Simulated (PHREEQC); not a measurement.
0.1 mol of Cu3(PO4)2:3H2O (Cu3(PO4)2:3H2O) is brought to equilibrium with 1 kg of water holding 3 mmol/kgw NaCl, at 25 °C, the pH being set by adding NaOH or HCl. O2 is buffered at 0.21 atm. CO2 from the air is kept out. The run lets Cu3(PO4)2:3H2O, Cu(OH)2, Atacamite precipitate or redissolve, and no other solid.

Computed with PHREEQC (ion-association model, wateq4f.dat).

### Question
Predict dissolved Cu (mol/kgw) at pH = 3.67, 4.33, 5.

### Answer
```csv
pH,dissolved Cu (mol/kgw)
3.67,0.0145
4.33,0.00350
5,0.000926
```

H3PO4, which wateq4f.dat lacks, is added to it with the constant of phreeqc.dat. The database has no phosphate complexes of Cu. The database's constant for dissolved Cu(OH)2 is higher than later reviews accept.
